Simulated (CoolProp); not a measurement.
A single-stage vapour-compression cycle with R410A: evaporating at 223.15 K (dew point), condensing at 273.15 K (bubble point), superheat 5 K, subcooling 8 K, compressor efficiency 0.65, no pressure losses. Each further row changes one setting.

The numbers come from the reference Helmholtz-energy equation of state, Lemmon 2003 in CoolProp. It is a pseudo-pure fit of the blend.

```tsv
case	cooling COP	pressure ratio	discharge temperature (K)	refrigerating effect (kJ/kg)	volumetric capacity (kJ/m³)
as stated	2.43	7.38	346.0	216	937
evaporating temperature 228.15 K	2.82	5.78	336.8	219	1190
condensing temperature 268.15 K	2.77	6.27	335.9	223	969
subcooling 13 K	2.52	7.38	346.0	223	969
superheat 15 K	2.40	7.38	358.9	224	923
compressor efficiency 0.55	2.06	7.38	362.8	216	937
```
